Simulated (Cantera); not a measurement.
## Transport properties of process gases

Gas mixture: NH3 : CO2 = 0.4 : 0.2 (molar parts), at 0.987 atm, frozen composition.

Cantera's kinetic-theory transport with the Lennard-Jones parameters of GRI-Mech 3.0, ideal gas; thermal conductivity in the multicomponent form. Polar gases are described roughly by these parameters. The composition is frozen, though it would react at the higher temperatures.

```tsv
T (K)	ρ (kg/m³)	cp (J/kg/K)	μ (µPa s)	λ (mW/m/K)	Pr	D (cm²/s) O	D (cm²/s) OH	D (cm²/s) CH3
400	0.782	1519	16.7	37.0	0.686	0.536	0.527	0.358
500	0.626	1647	20.6	49.7	0.684	0.800	0.786	0.541
600	0.522	1768	24.4	63.2	0.681	1.10	1.08	0.752
700	0.447	1876	27.9	77.1	0.679	1.44	1.42	0.989
800	0.391	1972	31.3	91.1	0.678	1.81	1.78	1.25
900	0.348	2058	34.5	105	0.676	2.22	2.18	1.54
1000	0.313	2144	37.6	120	0.674	2.65	2.61	1.84
1100	0.285	2217	40.6	134	0.673	3.12	3.06	2.17
1200	0.261	2283	43.4	148	0.671	3.61	3.54	2.52
```
D: mixture-averaged diffusion coefficient of that species in the mixture.
